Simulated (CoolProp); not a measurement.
The fluid at 474.91 K and 0.12 MPa is throttled through a valve to 0.052 MPa with no heat exchange. The same conditions are run with several fluids, on thermodynamics alone (safety and materials aside).

Computed with CoolProp (reference Helmholtz-energy equation of state of each fluid (carbonyl sulfide: Lemmon 2006; R410A: Lemmon 2003; CF4 (R14): Platzer 1990; ethylbenzene: Zhou 2012; isobutane: Bücker 2006)). The equations of Platzer and Polt are older, rougher fits. Blends and air are pseudo-pure fits.

### Question
Rank carbonyl sulfide, R410A, CF4 (R14), ethylbenzene, isobutane by temperature change (K), highest first.

### Answer
CF4 (R14) (-0.1), R410A (-0.3), isobutane (-0.4), carbonyl sulfide (-0.5), ethylbenzene (-1.2)

```
fluid             final density (kg/m³)
----------------  ---------------------
carbonyl sulfide                  0.793
R410A                             0.958
CF4 (R14)                          1.16
ethylbenzene                       1.42
isobutane                         0.768
```
